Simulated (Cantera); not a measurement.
A closed system holds: 1 mol C2H5OH, 0.093 mol NH3, 2 mol N2, equilibrated at 10.0 mbar.

Method: chemical equilibrium by Gibbs-energy minimisation in Cantera with the NASA 1993 tables (ideal gas, pure condensed phases). Candidate condensed phases: C, C6H6, C7H8, C8H18, H2O; 136 gas species. Kinetics and transport are ignored.

Over these rows the condensed part is C(graphite). Partial pressures as log10 of bar:

```tsv
T (K)	1000/T (1/K)	log p HCN	log p H2	log p N2	log p CO
1098	0.9107	-7.05	-2.29	-2.48	-2.79
1198	0.8347	-6.52	-2.29	-2.48	-2.79
1298	0.7704	-6.08	-2.29	-2.48	-2.79
1398	0.7153	-5.70	-2.29	-2.48	-2.79
1498	0.6676	-5.37	-2.29	-2.48	-2.79
1598	0.6258	?	-2.30	-2.48	-2.79
```

**Question.** Fit log p(HCN) = a + b·(1000/T) to the five rows, give the apparent enthalpy, and predict the row at 1598 K.

**Answer.** Means: 1000/T = 0.7797, log p = -6.144. Sxy = -0.255320, Sxx = 0.0369863, so b = -6.90 and a = -6.144 − (-6.90)×0.7797 = -0.76.
Apparent enthalpy: −19.145 × (-6.90) = 132 kJ/mol. With the condensed phases at unit activity, C(graphite) + 1/2 H2(g) + 1/2 N2(g) = HCN(g) links this pressure to the main gases: over the six rows their terms move log p by -0.00 in all, so the slope is close to that reaction's ΔH°. The five rows lie within 0.01 of the line.
Prediction at 1598 K: -0.76 + (-6.90)×0.6258 = -5.08. The computed value is -5.08, 0.00 from the line.
